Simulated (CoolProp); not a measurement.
A simple Rankine cycle with R1336mzz(E): condensing at 312.15 K, boiler at 1.25 MPa, turbine inlet 405 K, turbine efficiency 0.6, pump efficiency 0.7, no recuperator. Each further row changes one setting.

The numbers come from the reference Helmholtz-energy equation of state, Akasaka 2023 in CoolProp.

```
case                             thermal efficiency (%)  net work (kJ/kg)  heat in (kJ/kg)  turbine exit temperature (K)  volume ratio over the turbine
-------------------------------  ----------------------  ----------------  ---------------  ----------------------------  -----------------------------
as stated                                           6.5              13.5              208                         377.3                           4.36
condensing temperature 304.15 K                     7.4              16.2              218                         373.3                           5.66
boiler pressure 0.875 MPa                           5.0              10.7              213                         385.9                           2.93
turbine efficiency 0.5                              5.3              11.1              208                         379.9                           4.39
```
